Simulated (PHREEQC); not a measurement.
Make-up at 25 °C: 11 mmol/kgw CdSO4. Closed to the air; pH follows from the charge balance.

The numbers come from PHREEQC with the ion-association model, wateq4f.dat.

No solid was allowed to form.

Problem. Order these S species by the share of S that they hold, largest first: SO4-2, CdSO4, Cd(SO4)2-2.

Solution. SO4-2 (60 %), CdSO4 (34 %), Cd(SO4)2-2 (5.1 %)

Problem. Order these Cd species by the share of Cd that they hold, largest first: Cd+2, Cd(SO4)2-2, CdSO4.

Solution. Cd+2 (63 %), CdSO4 (34 %), Cd(SO4)2-2 (2.6 %)

The pH is 6.30 and the ionic strength 0.0277 mol/kgw.
